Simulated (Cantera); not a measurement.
Cantera run, input and output.

```python
import numpy as np
import cantera as ct

gas = ct.Solution("SiF4_NH3_mec.yaml", "gas")
gas.TPX = 2100, 100000, {'NH3': 1, 'H2': 1.5, 'N2': 0.0055}
reactor = ct.IdealGasConstPressureReactor(gas, energy="off", clone=False)
net = ct.ReactorNet([reactor])
net.rtol, net.atol = 1e-08, 1e-18
show = ['NH3', 'H2', 'NH', 'N', 'NH2']
times = np.geomspace(2e-05, 80, 11)

steps = ct.SolutionArray(gas, extra=["t"])
rows = []
print(f"{'t/s':>10s}{'T/K':>9s}{'P/Pa':>11s}" + "".join(f"{s:>11s}" for s in show))
for t in times:
    while net.time < t:
        t_next = net.step()
        steps.append(gas.state, t=t_next)
    rows.append([np.interp(t, steps.t, y) for y in (steps.T, steps.P, *steps(*show).X.T)])
    print(f"{t:10.3e}{rows[-1][0]:9.1f}{rows[-1][1]:11.4g}" + "".join(f"{x:11.3e}" for x in rows[-1][2:]))
rate = np.gradient(steps.T, steps.t)
print("integrator steps:", len(steps.t))
if steps.T.max() > steps.T[0] + 200:
    print(f"time of steepest temperature rise: {steps.t[rate.argmax()]:.4e} s")
gas.TPX = 2100, 100000, {'NH3': 1, 'H2': 1.5, 'N2': 0.0055}
gas.equilibrate("TP")
print(f"equilibrium (TP): T = {gas.T:.1f} K  " + "  ".join(f"{s} {gas[s].X[0]:.3e}" for s in show))
```

It prints:

```
       t/s      T/K       P/Pa        NH3         H2         NH          N        NH2
 2.000e-05   2100.0      1e+05  3.987e-01  5.986e-01  2.265e-06  4.371e-08  3.151e-04
 9.146e-05   2100.0      1e+05  3.969e-01  5.991e-01  2.059e-05  1.186e-06  9.634e-04
 4.183e-04   2100.0      1e+05  3.869e-01  6.055e-01  2.400e-05  1.511e-06  1.029e-03
 1.913e-03   2100.0      1e+05  3.448e-01  6.326e-01  2.325e-05  1.533e-06  9.516e-04
 8.747e-03   2100.0      1e+05  2.128e-01  7.176e-01  2.009e-05  1.592e-06  6.859e-04
 4.000e-02   2100.0      1e+05  3.651e-02  8.307e-01  1.063e-05  1.508e-06  2.029e-04
 1.829e-01   2100.0      1e+05  1.080e-03  8.524e-01  1.053e-06  2.752e-07  1.091e-05
 8.365e-01   2100.0      1e+05  1.507e-04  8.530e-01  1.502e-07  3.966e-08  1.539e-06
 3.825e+00   2100.0      1e+05  3.070e-05  8.531e-01  3.060e-08  8.084e-09  3.135e-07
 1.749e+01   2100.0      1e+05  7.825e-06  8.531e-01  7.800e-09  2.061e-09  7.991e-08
 8.000e+01   2100.0      1e+05  5.127e-06  8.531e-01  5.110e-09  1.350e-09  5.235e-08
integrator steps: 2053
equilibrium (TP): T = 2100.0 K  NH3 5.119e-06  H2 8.531e-01  NH 5.103e-09  N 1.348e-09  NH2 5.227e-08
```

Detailed kinetics in Cantera: the gas-phase N/H chemistry of the illustrative SiF4/NH3 mechanism in the Surface Chemkin manual (1991). Walls and surfaces, which speed up NH3 decomposition in real reactors, are not modelled.
